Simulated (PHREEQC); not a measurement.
PHREEQC input (ion-association model, wateq4f.dat):

```
SOLUTION 1
  temp 25
  units mol/kgw
  pH 7 charge
  I 0.022
  Zn 0.011
  Cl 0.00106
  Ba 0.00053
SOLUTION 2
  temp 25
  units mol/kgw
  pH 7 charge
  Cl 0.16
  K 0.16
END
SELECTED_OUTPUT 1
  -reset false
  -pH true
  -pe true
  -ionic_strength true
  -water true
  -totals Ba Cl I K Zn
  -molalities H+ Ba+2 Cl- I- K+ Zn+2 O2 BaOH+ OH- ZnCl+
    ZnCl2 ZnCl3- ZnCl4-2 ZnOH+ Zn(OH)2 Zn(OH)3- Zn(OH)4-2 ZnOHCl ZnI+ ZnI2
  -equilibrium_phases Zn(OH)2-e Zn5(OH)8Cl2
PRINT
  -reset false
MIX 1
  1 1
  2 0
EQUILIBRIUM_PHASES 1
  Zn(OH)2-e 0 0
  Zn5(OH)8Cl2 0 0
  O2(g) -0.68 10
END
# ... the last block is repeated for the other 20 points of share of solution B
```

Selected output (columns that matter, 17 of 21 rows; share of solution B added in front):

```
share of solution B	pH	mu	Ba	Cl	I	K	Zn	m_H+	m_Ba+2	m_Cl-	m_I-	m_K+	m_Zn+2	m_OH-
0	5.5852	0.034554	0.00053	0.00106	0.022	0	0.011	2.992e-06	0.00053	0.0010437	0.022	0	0.010981	4.6084e-09
0.05	5.5749	0.040605	0.0005035	0.009007	0.0209	0.008	0.01045	3.0869e-06	0.0005035	0.0088801	0.0209	0.008	0.010321	4.5544e-09
0.1	5.5692	0.046693	0.000477	0.016954	0.0198	0.016	0.0099	3.1481e-06	0.000477	0.016735	0.0198	0.016	0.0096811	4.5444e-09
0.2	5.5679	0.058964	0.000424	0.032848	0.0176	0.032	0.0088	3.1931e-06	0.000424	0.032491	0.0176	0.032	0.0084491	4.6184e-09
0.25	5.5712	0.065141	0.0003975	0.040795	0.0165	0.04	0.00825	3.1842e-06	0.0003975	0.040389	0.0165	0.04	0.0078536	4.6937e-09
0.3	5.5768	0.071341	0.000371	0.048742	0.0154	0.048	0.0077	3.1575e-06	0.000371	0.048299	0.0154	0.048	0.00727	4.7927e-09
0.4	5.5945	0.083806	0.000318	0.064636	0.0132	0.064	0.0066	3.0556e-06	0.000318	0.064152	0.0132	0.064	0.0061348	5.0654e-09
0.45	5.6066	0.090068	0.0002915	0.072583	0.0121	0.072	0.00605	2.9817e-06	0.0002915	0.072093	0.0121	0.072	0.0055817	5.2445e-09
0.5	5.6212	0.096348	0.000265	0.08053	0.011	0.08	0.0055	2.8928e-06	0.000265	0.080043	0.011	0.08	0.0050375	5.4584e-09
0.55	5.6385	0.10265	0.0002385	0.088477	0.0099	0.088	0.00495	2.7886e-06	0.0002385	0.088003	0.0099	0.088	0.0045016	5.7148e-09
0.6	5.659	0.10896	0.000212	0.096424	0.0088	0.096	0.0044	2.6683e-06	0.000212	0.095971	0.0088	0.096	0.0039736	6.0251e-09
0.7	5.7123	0.12163	0.000159	0.11232	0.0066	0.112	0.0033	2.3729e-06	0.000159	0.11193	0.0066	0.112	0.0029401	6.8866e-09
0.75	5.7478	0.12799	0.0001325	0.12027	0.0055	0.12	0.00275	2.1924e-06	0.0001325	0.11992	0.0055	0.12	0.0024339	7.5107e-09
0.8	5.7923	0.13437	0.000106	0.12821	0.0044	0.128	0.0022	1.9834e-06	0.000106	0.12792	0.0044	0.128	0.0019344	8.3629e-09
0.9	5.9351	0.14716	5.3e-05	0.14411	0.0022	0.144	0.0011	1.434e-06	5.3e-05	0.14395	0.0022	0.144	0.0009547	1.1728e-08
0.95	6.0807	0.15357	2.65e-05	0.15205	0.0011	0.152	0.00055	1.0278e-06	2.65e-05	0.15197	0.0011	0.152	0.00047414	1.647e-08
1	6.9778	0.16	0	0.16	0	0.16	0	1.3051e-07	0	0.16	0	0.16	0	1.3051e-07
```
